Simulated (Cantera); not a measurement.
Thermodynamics of fluorocarbon and chlorocarbon gases, feed CH2F2 + F2 + H2

Charge: 1 mol CH2F2, 0.62 mol F2, 0.93 mol H2, held at 2475 K and 0.160 bar.

Method: chemical equilibrium by Gibbs-energy minimisation in Cantera with the NASA 1993 tables (ideal gas, pure condensed phases). Candidate condensed phases: C, C6H6, C7H8, C8H18; 95 gas species. Kinetics and transport are ignored.

- x(HF) = 0.905
- x(H2) = 0.0782
- x(H) = 0.0157
- x(C2H2 (acetylene)) = 0.000760
- x(F) = 0.000356
- x(CF) = 1.08e-5
- x(C2H) = 1.04e-5
- x(C4H2) = 3.05e-6
- x(CF2) = 2.75e-6
- n(C(graphite)) = 0.994 mol
- gas amount = 3.579 mol
